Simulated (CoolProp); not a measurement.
Aqueous potassium carbonate as a coolant, at 30 °C, 1 atm.

Computed with CoolProp (Melinder's fits for secondary coolants).

```json
[
 {"mass %": "5.3", "freezing point (°C)": "-1.8", "cp (kJ/(kg K))": "3.906", "density (kg/m³)": "1043", "conductivity (W/(m K))": "0.610", "Prandtl number": "5.78"},
 {"mass %": "8.2", "freezing point (°C)": "?", "cp (kJ/(kg K))": "3.784", "density (kg/m³)": "1070", "conductivity (W/(m K))": "0.607", "Prandtl number": "6.08"},
 {"mass %": "11.2", "freezing point (°C)": "-4.1", "cp (kJ/(kg K))": "3.665", "density (kg/m³)": "1098", "conductivity (W/(m K))": "?", "Prandtl number": "6.45"},
 {"mass %": "14.2", "freezing point (°C)": "-5.5", "cp (kJ/(kg K))": "3.549", "density (kg/m³)": "1127", "conductivity (W/(m K))": "0.601", "Prandtl number": "6.87"},
 {"mass %": "17.1", "freezing point (°C)": "-7.0", "cp (kJ/(kg K))": "3.436", "density (kg/m³)": "?", "conductivity (W/(m K))": "0.598", "Prandtl number": "7.33"},
 {"mass %": "20.1", "freezing point (°C)": "-8.9", "cp (kJ/(kg K))": "3.319", "density (kg/m³)": "1187", "conductivity (W/(m K))": "0.596", "Prandtl number": "?"},
 {"mass %": "23.1", "freezing point (°C)": "-11.1", "cp (kJ/(kg K))": "3.206", "density (kg/m³)": "?", "conductivity (W/(m K))": "0.593", "Prandtl number": "8.48"},
 {"mass %": "26", "freezing point (°C)": "-13.8", "cp (kJ/(kg K))": "3.103", "density (kg/m³)": "1249", "conductivity (W/(m K))": "0.590", "Prandtl number": "9.21"},
 {"mass %": "29", "freezing point (°C)": "-17.3", "cp (kJ/(kg K))": "3.006", "density (kg/m³)": "1282", "conductivity (W/(m K))": "0.587", "Prandtl number": "10.2"},
 {"mass %": "32", "freezing point (°C)": "-21.5", "cp (kJ/(kg K))": "2.920", "density (kg/m³)": "1316", "conductivity (W/(m K))": "0.583", "Prandtl number": "11.4"}
]
```

Task: Some entries are withheld; supply them.

Result: 
- 8.2, freezing point (°C): -2.9
- 11.2, conductivity (W/(m K)): 0.604
- 17.1, density (kg/m³): 1156
- 20.1, Prandtl number: 7.86
- 23.1, density (kg/m³): 1218
